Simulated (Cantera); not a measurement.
Feed: 1 mol CH2F2, 0.051 mol Si, 0.02 mol CH4, equilibrated at 1.00 bar.

Cantera equilibrium calculation (NASA polynomials, part measured and part estimated; ideal gas, pure solids and liquids). Candidate condensed phases: C, C6H6, C7H8, C8H18, Si, SiC; 113 gas species. The tables' values for SiF3, SiF2 are old estimates; treat these amounts as uncertain. Equilibrium is a limit: real reactors are often held back by kinetics, nucleation or transport.

x: gas mole fraction; n: condensed amount in mol.

| T (K) | x HF | x H2 | x SiF4 | x H | x SiF3 | x C2H2 (acetylene) | x SiHF3 | n C(graphite) |
|---|---|---|---|---|---|---|---|---|
| 1498 | 0.903 | 0.0714 | 0.0256 | 4.59e-6 | 2.39e-6 | 6.29e-7 | 9.80e-7 | 1.02 |
| 1573 | 0.903 | 0.0714 | 0.0256 | 1.09e-5 | 6.19e-6 | 1.47e-6 | 1.64e-6 | 1.02 |
| 1648 | 0.903 | 0.0714 | 0.0256 | 2.38e-5 | 1.47e-5 | 3.19e-6 | 2.61e-6 | 1.02 |
| 1723 | 0.903 | 0.0713 | 0.0256 | 4.87e-5 | 3.23e-5 | 6.46e-6 | 3.99e-6 | 1.02 |
| 1798 | 0.903 | 0.0713 | 0.0256 | [?] | 6.62e-5 | [?] | [?] | 1.02 |
| 1873 | 0.903 | 0.0712 | 0.0255 | 0.000172 | 0.000128 | 2.22e-5 | 8.37e-6 | 1.02 |
| 1948 | 0.903 | 0.0711 | 0.0254 | [?] | 0.000234 | [?] | [?] | 1.02 |
| 2023 | 0.903 | 0.0708 | 0.0252 | 0.000505 | 0.000406 | 6.33e-5 | 1.55e-5 | 1.02 |
| 2098 | 0.903 | 0.0705 | 0.0249 | 0.000817 | 0.000675 | 0.000101 | 2.03e-5 | 1.02 |
| 2173 | 0.903 | 0.0699 | 0.0245 | 0.00128 | 0.00107 | 0.000154 | 2.57e-5 | 1.02 |

What belongs in the gaps?


- 1948, x H: 0.000301
- 1948, x C2H2 (acetylene): 3.83e-5
- 1948, x SiHF3: 1.16e-5
- 1798, x H: 9.40e-5
- 1798, x C2H2 (acetylene): 1.23e-5
- 1798, x SiHF3: 5.88e-6
